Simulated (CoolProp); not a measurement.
Nitrogen at several states: Z from the reference equation and from simpler models built on Tc = 126.2 K, pc = 3.396 MPa, ω = 0.037; each cubic takes its own stable root.

Computed with CoolProp (reference Helmholtz-energy equation of state, Span 2000).

| T (K) | p (MPa) | phase | reference |
|---|---|---|---|
| 675.7 | 15.2 | supercritical | 1.067 |
| 881.5 | 1.65 | gas | 1.006 |
| 677.2 | 0.0236 | gas | 1.000 |
| 815.6 | 0.31 | gas | 1.001 |
| 752.8 | 13.2 | supercritical | 1.055 |

Problem. How far does each simpler model (Pitzer virial, Redlich-Kwong, Peng-Robinson) lie from the reference over these 5 states: mean and median of the absolute difference, and the worst?

Solution. 
- Pitzer virial: mean 0.6 %, median 0.1 %, worst -1.6 % at 675.7 K and 15.2 MPa
- Redlich-Kwong: mean 0.7 %, median 0.2 %, worst -1.8 % at 675.7 K and 15.2 MPa
- Peng-Robinson: mean 0.5 %, median 0.1 %, worst -1.2 % at 675.7 K and 15.2 MPa
